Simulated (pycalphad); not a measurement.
All values are pycalphad results on the COST 507 light-alloy database (1999) (1 atm), not direct measurements. No gas phase is included, though pure Ti would boil below 3850 K. The data set is of 1999 and partly superseded. Kinetics are ignored, which matters at the lower temperatures.

**Question.** How does the equilibrium phase assembly of Ti-16.3Hf-8.5B (at.%) change on cooling from 3850 K to 550 K?

**Answer.** 
```json
[
 {"T (K)": "1832.7", "phases above": "liquid", "phases below": "BM + liquid"},
 {"T (K)": "1825.0", "phases above": "BM + liquid", "phases below": "bcc + BM + liquid"},
 {"T (K)": "1823.9", "phases above": "bcc + BM + liquid", "phases below": "bcc + BM"},
 {"T (K)": "1066.5", "phases above": "bcc + BM", "phases below": "bcc + BM + hcp"},
 {"T (K)": "1065.8", "phases above": "bcc + BM + hcp", "phases below": "BM + hcp"}
]
```
Changes were sought between steps of 100 K, so a narrower field can be missed.

Database names, with the compositions (at.%) that they take in these runs: BM: Ti 47-50 B 50 Hf 0-3.
